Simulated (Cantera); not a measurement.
Cantera with NASA thermochemical tables; ideal gases at 1 bar, condensed phases pure. Values are per mole of reaction as written; species without (g) are pure solids or liquids, kept so even where they would boil at 1 bar.

Task: Between 725 and 1225 K, where is each reaction favourable under standard conditions?
- O₃(g) + 6 HCl(g) + 3 Li₂O = 6 OH(g) + 6 LiCl

Result: 
- O₃(g) + 6 HCl(g) + 3 Li₂O = 6 OH(g) + 6 LiCl: ΔG° is -10 kJ at 725 K and -89 kJ at 1225 K; it stays negative (K > 1). ΔH° is 171 kJ and ΔS° 212 J/K at 1225 K.
